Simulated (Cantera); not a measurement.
Feed: 1 mol c-C4F8, 9.4 mol H2, at 2448.15 K and 11.0 Pa.

These are equilibrium values from Cantera (NASA tables, ideal gas, pure condensed phases), not measurements of a reactor. Candidate condensed phases: C, C6H6, C7H8, C8H18; 95 gas species. The feed counts by its element totals alone. The numbers say what is thermodynamically allowed, not how fast it happens.

Base state: H 0.482, HF 0.443, H2 0.0645, F 0.00603, C3 0.00198, C 0.000731, C2H2 (acetylene) 0.000558, C2H 0.000268 (mole fractions); condensed: C(graphite).

Q: What changes in the equilibrium state with this change: pressure from 11.0 Pa to 1.33 mbar?

A: 
| species | before | after |
|---|---|---|
| HF | 0.443 | 0.519 |
| H | 0.482 | 0.257 |
| H2 | 0.0645 | 0.221 |
| C3 | 0.00198 | 0.000163 |
| C2 | 0.000181 | 1.49e-5 |
| C(graphite), mol | 3.84 | 3.93 |
